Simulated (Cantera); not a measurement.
# Stirred combustor or abatement burner

A perfectly stirred reactor is fed with 8.23 % CH₃OH, 19.3 % O₂, 72.5 % N₂, equivalence ratio 0.64, at 0.870 bar; it is adiabatic with a 350 K inlet, and is followed from long to short residence time, starting on the burning branch (τ in s: 0.047, 0.023, 0.012, 0.006, 0.003, 0.0015, 0.00077, 0.00039, 0.0002, 9.9e-05, 5e-05).

Model: GRI-Mech 3.0 (53 species, 325 reactions), integrated in Cantera. GRI-Mech 3.0 was tuned for natural gas; its chemistry of methanol as a main component is partial and can be far from experiment.

| τ (s) | T (K) | x CH₃OH | x O₂ | x HO₂ | x H₂O₂ | x HCO | x H₂O |
|---|---|---|---|---|---|---|---|
| 0.047 | 1811 | 5.72e-6 | 0.0663 | 3.32e-6 | 1.32e-7 | 9.87e-8 | 0.156 |
| 0.023 | 1802 | 9.08e-6 | 0.0665 | 5.11e-6 | 1.76e-7 | 2.01e-7 | 0.156 |
| 0.012 | 1791 | 1.38e-5 | 0.0667 | 7.60e-6 | 2.27e-7 | 3.82e-7 | 0.155 |
| 0.0060 | 1775 | 2.16e-5 | 0.0672 | 1.16e-5 | 2.97e-7 | 7.57e-7 | 0.154 |
| 0.0030 | 1753 | 3.46e-5 | 0.0679 | 1.78e-5 | 3.88e-7 | 1.49e-6 | 0.153 |
| 0.0015 | 1724 | 5.74e-5 | 0.0691 | 2.75e-5 | 5.08e-7 | 2.95e-6 | 0.152 |
| 0.00077 | 1686 | 0.000101 | 0.0710 | 4.36e-5 | 6.70e-7 | 5.70e-6 | 0.150 |
| 0.00039 | 1629 | 0.000214 | 0.0749 | 8.22e-5 | 9.65e-7 | 1.15e-5 | 0.149 |
| 0.00020 | 350 | 0.0823 | 0.193 | <1e-12 | <1e-12 | <1e-12 | <1e-12 |
| 9.9e-5 | 350 | 0.0823 | 0.193 | <1e-12 | <1e-12 | <1e-12 | <1e-12 |
| 5.0e-5 | 350 | 0.0823 | 0.193 | <1e-12 | <1e-12 | <1e-12 | <1e-12 |
x: mole fraction; the columns are a selection and need not sum to one.
